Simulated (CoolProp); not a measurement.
The numbers come from the reference Helmholtz-energy equation of state, Fiedler 2023 in CoolProp.

Q: Give the vapour pressure (MPa), liquid density (kg/m³), vapour density (kg/m³), liquid cp (kJ/(kg K)) of saturated tetrahydrofuran at 436.9, 475.6, 491.1 K.

A: 
```csv
T (K),p (MPa),liquid density (kg/m³),vapour density (kg/m³),liquid cp (kJ/(kg K))
436.9,1.10,708,25.9,2.36
475.6,2.11,643,52.2,2.67
491.1,2.67,610,69.1,2.88
```
